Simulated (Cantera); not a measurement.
A Cantera script and its output.

```python
import numpy as np
import cantera as ct

gas = ct.Solution("gri30.yaml")
gas.TPX = 1350, 13332, {'N2O': 1, 'H2': 0.048, 'N2': 6.4}
reactor = ct.IdealGasConstPressureReactor(gas, energy="off", clone=False)
net = ct.ReactorNet([reactor])
net.rtol, net.atol = 1e-08, 1e-18
show = ['N2O', 'H2', 'O', 'H2O', 'OH', 'NO', 'O2']
times = np.geomspace(0.0002, 5, 14)

steps = ct.SolutionArray(gas, extra=["t"])
rows = []
print(f"{'t/s':>10s}{'T/K':>9s}{'P/Pa':>11s}" + "".join(f"{s:>11s}" for s in show))
for t in times:
    while net.time < t:
        t_next = net.step()
        steps.append(gas.state, t=t_next)
    rows.append([np.interp(t, steps.t, y) for y in (steps.T, steps.P, *steps(*show).X.T)])
    print(f"{t:10.3e}{rows[-1][0]:9.1f}{rows[-1][1]:11.4g}" + "".join(f"{x:11.3e}" for x in rows[-1][2:]))
rate = np.gradient(steps.T, steps.t)
print("integrator steps:", len(steps.t))
if steps.T.max() > steps.T[0] + 200:
    print(f"time of steepest temperature rise: {steps.t[rate.argmax()]:.4e} s")
gas.TPX = 1350, 13332, {'N2O': 1, 'H2': 0.048, 'N2': 6.4}
gas.equilibrate("TP")
print(f"equilibrium (TP): T = {gas.T:.1f} K  " + "  ".join(f"{s} {gas[s].X[0]:.3e}" for s in show))
```

It prints:

```
       t/s      T/K       P/Pa        N2O         H2          O        H2O         OH         NO         O2
 2.000e-04   1350.0  1.333e+04  1.342e-01  6.426e-03  4.902e-06  1.351e-05  7.018e-06  1.758e-06  2.741e-06
 4.358e-04   1350.0  1.333e+04  1.341e-01  6.343e-03  5.273e-06  8.669e-05  1.819e-05  6.961e-06  7.816e-06
 9.498e-04   1350.0  1.333e+04  1.337e-01  5.984e-03  5.545e-06  4.265e-04  3.617e-05  2.626e-05  2.032e-05
 2.070e-03   1350.0  1.333e+04  1.324e-01  4.828e-03  7.141e-06  1.563e-03  5.858e-05  8.397e-05  5.566e-05
 4.511e-03   1350.0  1.333e+04  1.297e-01  2.491e-03  9.708e-06  3.897e-03  7.412e-05  1.926e-04  1.646e-04
 9.830e-03   1350.0  1.333e+04  1.270e-01  6.071e-04  1.196e-05  5.798e-03  5.703e-05  3.324e-04  4.625e-04
 2.142e-02   1350.0  1.333e+04  1.249e-01  7.455e-05  1.276e-05  6.341e-03  3.674e-05  5.594e-04  1.121e-03
 4.668e-02   1350.0  1.333e+04  1.213e-01  2.401e-06  1.275e-05  6.405e-03  3.301e-05  1.037e-03  2.506e-03
 1.017e-01   1350.0  1.333e+04  1.141e-01  3.592e-07  1.258e-05  6.385e-03  3.420e-05  2.034e-03  5.384e-03
 2.217e-01   1350.0  1.333e+04  9.996e-02  3.457e-07  1.237e-05  6.342e-03  3.517e-05  3.981e-03  1.105e-02
 4.831e-01   1350.0  1.333e+04  7.526e-02  3.635e-07  1.199e-05  6.267e-03  3.531e-05  7.332e-03  2.098e-02
 1.053e+00   1350.0  1.333e+04  4.131e-02  4.085e-07  1.114e-05  6.165e-03  3.422e-05  1.179e-02  3.472e-02
 2.294e+00   1350.0  1.333e+04  1.225e-02  4.013e-07  8.761e-06  6.079e-03  3.032e-05  1.531e-02  4.663e-02
 5.000e+00   1350.0  1.333e+04  1.483e-03  1.557e-07  3.070e-06  6.053e-03  1.796e-05  1.630e-02  5.120e-02
integrator steps: 1590
equilibrium (TP): T = 1350.0 K  N2O 8.151e-09  H2 1.392e-08  O 2.847e-07  H2O 6.055e-03  OH 5.475e-06  NO 3.165e-04  O2 5.991e-02
```

Cantera simulation using GRI-Mech 3.0 (53 species, 325 reactions); the numbers are that mechanism's predictions, not measurements. GRI-Mech 3.0 was tuned for natural gas; its chemistry of N2O as a main component is partial and can be far from experiment. The mechanism lacks the step 2 NO + O2 → 2 NO2, which can matter for NO2 below about 1400 K. The temperature is held fixed by assumption; the heat of reaction is taken as removed at once.
